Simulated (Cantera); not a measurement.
Feed: 1 mol borazine, 0.17 mol NH₃, 0.14 mol N₂, 2.2 mol O₂, at 0.133 bar.

Equilibrium computed with Cantera from the NASA thermochemical tables; the gas is ideal and each condensed phase is pure. Candidate condensed phases: B, BN, B₂O₃, B₃O₃H₃, H₂O; 39 gas species. The feed counts by its element totals alone. Mutual solubility and eutectic melting of coexisting phases are not modelled. Gases not in the tables: H₃BO₃. Rates play no part. All values below are at 1200 K.

Base state: H₂ 0.656, N₂ 0.341, H₂O 0.00209, HBO₂ 0.000104 (mole fractions); condensed: BN(s) + B₂O₃(l).

Problem. What changes in the equilibrium state with this change: borazine replaced by BF₃?

Solution. 
```csv
species,before,after
O₂,<1e-9,0.572
BF₃,0,0.227
HF,0,0.0981
H₂,0.656,<1e-9
N₂,0.341,0.0621
B₃O₃F₃,0,0.0150
H₂O,0.00209,0.0212
BOF,0,0.00382
NO,<1e-9,9.06e-5
BOF₂,0,3.95e-5
HBO₂,0.000104,0.000236
"BN(s), mol",0.0737,0
"B₂O₃(l), mol",1.46,0
```
